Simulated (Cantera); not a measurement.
A closed system holds: 1 mol CH2F2, 0.037 mol HCl, 1.9 mol H2, at 3125 °C and 100000 Pa.

These are equilibrium values from Cantera (NASA tables, ideal gas, pure condensed phases), not measurements of a reactor. Candidate condensed phases: C, C6H6, C7H8, C8H18; 118 gas species. Equilibrium is a limit: real reactors are often held back by kinetics, nucleation or transport.

Base state: HF 0.429, H2 0.249, H 0.232, C2H2 (acetylene) 0.0429, C3 0.0130, C2H 0.0113, HCl 0.00495, F 0.00469 (mole fractions); condensed: C(graphite).

What changes in the equilibrium state with this change: HCl from 0.037 to 0.34 mol?


```json
[
 {"species": "HF", "before": "0.429", "after": "0.395"},
 {"species": "H2", "before": "0.249", "after": "0.234"},
 {"species": "H", "before": "0.232", "after": "0.225"},
 {"species": "HCl", "before": "0.00495", "after": "0.0413"},
 {"species": "Cl", "before": "0.00307", "after": "0.0265"},
 {"species": "C2H2 (acetylene)", "before": "0.0429", "after": "0.0403"},
 {"species": "C2H", "before": "0.0113", "after": "0.0110"},
 {"species": "C3", "before": "0.0130", "after": "0.0130"},
 {"species": "C2HCl", "before": "2.82e-5", "after": "0.000236"},
 {"species": "CF2", "before": "2.33e-5", "after": "2.10e-5"},
 {"species": "C3H3 (propargyl)", "before": "1.65e-5", "after": "1.50e-5"},
 {"species": "CH3", "before": "4.48e-5", "after": "4.08e-5"},
 {"species": "C(graphite), mol", "before": "0.212", "after": "0.175"}
]
```

What changes in the equilibrium state with this change: CH2F2 replaced by CF4?


```
species            before     after
----------------  -------  --------
HF                  0.429     0.849
F                 0.00469    0.0639
H                   0.232    0.0338
H2                  0.249   0.00526
C2H2 (acetylene)   0.0429  0.000904
CF                0.00112    0.0152
C2H                0.0113   0.00164
C3                 0.0130    0.0130
C3H3 (propargyl)  1.65e-5   5.04e-8
CH3               4.48e-5   1.37e-7
CF2               2.33e-5   0.00433
C(graphite), mol    0.212     0.691
```
